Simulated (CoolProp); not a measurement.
Properties of dodecamethylpentasiloxane (MD3M) at several states (Tc = 628.0 K, pc = 0.9540 MPa, ω = 0.730).

The numbers come from the reference Helmholtz-energy equation of state, Thol 2019 in CoolProp.

```
T (K)  p (MPa)   phase  density (kg/m³)  isothermal compressibility (1/MPa)
-----  -------  ------  ---------------  ----------------------------------
198.7    0.777  liquid                …                           0.0007523
414       0.24  liquid            756.0                            0.004073
493.8    0.783  liquid                …                            0.009539
369.4   0.0189  liquid                …                            0.002727
302.9     3.09  liquid            869.4                            0.001506
618.2    0.055     gas            4.214                               18.61
```

### Question
Fill in the missing entries.

### Answer

- 198.7, density (kg/m³): 968.4
- 493.8, density (kg/m³): 670.3
- 369.4, density (kg/m³): 800.5
